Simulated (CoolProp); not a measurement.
Vapour-liquid equilibrium of n-hexane (1) + toluene (2) at 20.25 °C; x and y are mole fractions of (1).

Model: multi-fluid Helmholtz-energy mixture model, Thol 2019 and Lemmon 2006; pair parameters Bell 2016, in CoolProp.

```csv
x,"bubble pressure, mixture model (MPa)","bubble pressure, Raoult's law (MPa)","y, mixture model","y, Raoult's law"
0.05,0.004148,0.003628,(withheld),0.225
0.2,0.006980,0.005635,0.651,0.580
0.35,(withheld),0.007642,0.772,0.748
0.5,0.01089,0.009650,(withheld),0.847
0.65,(withheld),0.01166,(withheld),0.911
0.8,(withheld),0.01366,0.941,0.957
0.95,0.01577,0.01567,(withheld),0.991
```

Problem. Some entries are withheld; supply them.

Solution. 
- 0.05, y, mixture model: 0.321
- 0.35, bubble pressure, mixture model (MPa): 0.009114
- 0.5, y, mixture model: 0.843
- 0.65, bubble pressure, mixture model (MPa): 0.01251
- 0.65, y, mixture model: 0.895
- 0.8, bubble pressure, mixture model (MPa): 0.01411
- 0.95, y, mixture model: 0.985

The largest gap from Raoult's law is +23.9 % in bubble pressure, at x = 0.2. No azeotrope shows between x = 0.05 and 0.95.

Pair parameters are fitted to limited data, so mixtures are less certain than the pure fluids.
